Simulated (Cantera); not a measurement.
Input (Python, Cantera) and output of one run.

```python
import numpy as np
import cantera as ct

gas_names = """
    CL CL2 H HCL H2 Si SiCL SiCL2 SiCL3 SiCL4 SiH SiHCL3 SiH2 SiH2CL2 SiH3 SiH3CL SiH4 Si2 Si3
""".split()
cond_names = """
    Si(cr) Si(L)
""".split()


# ... load() reads the species with a 1 bar reference pressure and builds the phases ...
atoms = {
    'SiHCl3': {'Si': 1, 'H': 1, 'CL': 3},
    'H2': {'H': 2},
}
top_T = {}  # K; cautious upper limits of use, not melting points


# ... equilibrate(T, P, feed) seeds the gas with the atoms and calls Mixture.equilibrate('TP', solver="vcs", rtol=1e-11, max_steps=5000) ...
results = []
feed = {'SiHCl3': 1, 'H2': 7.5}  # mol
P = 1000  # Pa
for T in [1175, 1225, 1275, 1325, 1375, 1425, 1475, 1525, 1575, 1625, 1675, 1725, 1775, 1825]:
    mix = equilibrate(T, P, feed)
    results.append((T, P, feed, dict(zip(mix.species_names, mix.species_moles))))

top = {s: max(r[3][s] / sum(r[3][g] for g in gas_names) for r in results) for s in gas_names}
cols = sorted((s for s in top if top[s] > 1e-06), key=lambda s: -top[s])[:9]
seen = [c for c in cond_names if any(r[3].get(c, 0) > 1e-12 for r in results)]
print("log10 of partial pressures in bar; condensed amounts in mol")
print(f"{'T/K':>10s}" + "".join(f"{s[:9]:>10s}" for s in cols + seen))
for T, P, feed, n in results:
    ng = sum(n[g] for g in gas_names)
    print(f"{T:10.4g}" + "".join(f"{np.log10(max(n[s] / ng * P / 1e5, 1e-99)):10.3f}" for s in cols)
          + "".join(f"{n.get(c, 0):10.4g}" for c in seen))
```

Output:

```
log10 of partial pressures in bar; condensed amounts in mol
       T/K        H2       HCL     SiCL2     SiCL4     SiCL3    SiHCL3         H      SiCL        CL    Si(cr)     Si(L)
      1175    -2.081    -3.027    -3.614    -3.462    -4.033    -4.143    -7.952    -9.862    -8.956    0.3149         0
      1225    -2.091    -2.950    -3.422    -3.642    -3.981    -4.289    -7.552    -9.258    -8.476    0.2973         0
      1275    -2.099    -2.899    -3.285    -3.887    -3.993    -4.482    -7.182    -8.723    -8.053    0.2701         0
      1325    -2.105    -2.870    -3.197    -4.190    -4.061    -4.717    -6.839    -8.247    -7.680    0.2429         0
      1375    -2.109    -2.856    -3.144    -4.528    -4.168    -4.976    -6.520    -7.821    -7.349    0.2211         0
      1425    -2.111    -2.852    -3.113    -4.877    -4.292    -5.242    -6.221    -7.435    -7.049    0.2046         0
      1475    -2.111    -2.852    -3.094    -5.219    -4.422    -5.503    -5.943    -7.079    -6.774    0.1917         0
      1525    -2.112    -2.854    -3.081    -5.548    -4.551    -5.753    -5.682    -6.750    -6.520    0.1811         0
      1575    -2.112    -2.857    -3.071    -5.861    -4.675    -5.991    -5.437    -6.443    -6.282    0.1719         0
      1625    -2.112    -2.860    -3.064    -6.157    -4.794    -6.216    -5.207    -6.156    -6.060    0.1636         0
      1675    -2.112    -2.864    -3.059    -6.436    -4.906    -6.428    -4.991    -5.887    -5.851    0.1558         0
      1725    -2.113    -2.857    -3.063    -6.686    -5.011    -6.626    -4.788    -5.655    -5.643         0    0.1648
      1775    -2.114    -2.846    -3.072    -6.918    -5.109    -6.814    -4.596    -5.445    -5.442         0    0.1797
      1825    -2.116    -2.836    -3.081    -7.137    -5.203    -6.992    -4.414    -5.246    -5.252         0    0.1925
```

Method: chemical equilibrium by Gibbs-energy minimisation in Cantera with the NASA 1993 tables (ideal gas, pure condensed phases). The tables' values for SiCl3, SiCl are old estimates; treat these amounts as uncertain. Gases not in the tables: Si2H6 and higher silanes.
